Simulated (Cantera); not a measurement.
A perfectly stirred reactor is fed with CH4 : CO2 = 1 : 4.1 (molar parts), at 14000 Pa; it is held at 1325 K, and followed from long to short residence time.

Cantera simulation using GRI-Mech 3.0 (53 species, 325 reactions); the numbers are that mechanism's predictions, not measurements.

Question: Predict: x(CH4) at τ = 11.0 s; x(CO2) at τ = 11.0 s; x(CH3) at τ = 11.0 s; x(H) at τ = 11.0 s; x(CH4) at τ = 36.0 ms; x(CO2) at τ = 36.0 ms; x(CH3) at τ = 36.0 ms; x(H) at τ = 36.0 ms.

Answer: 
| Item | Result |
|---|---|
| x(CH4) at τ = 11.0 s | 0.182 |
| x(CO2) at τ = 11.0 s | 0.788 |
| x(CH3) at τ = 11.0 s | 2.85e-5 |
| x(H) at τ = 11.0 s | 7.50e-8 |
| x(CH4) at τ = 36.0 ms | 0.196 |
| x(CO2) at τ = 36.0 ms | 0.804 |
| x(CH3) at τ = 36.0 ms | 9.58e-6 |
| x(H) at τ = 36.0 ms | 1.17e-9 |
